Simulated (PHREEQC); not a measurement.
## Brackish or sea water: an equilibrium model

A made-up water analysis in mg/kgw, 20 °C, pH 6.99, pe 12: Na 3450; K 1310; Ca 148; Mg 190; Cl 6590; S(6) as SO4 459; Alkalinity as HCO3 2.67; Zn 5.01; Si as SiO2 53.2; Sr 50.6.

Valence states are taken as typed.

All values are PHREEQC results (ion-association model, wateq4f.dat), not measurements.

This is a speciation only: nothing precipitates in the calculation.

Task: Predict the activity of water.

Result: activity of water 0.993.

Task: In which forms is Mg present?

Result: Mg+2 94 %, MgSO4 5.8 % of the Mg.

Saturation is exceeded, for instance for Quartz (slow to form), Chalcedony (slow to form); the values hold only as long as no solid forms.
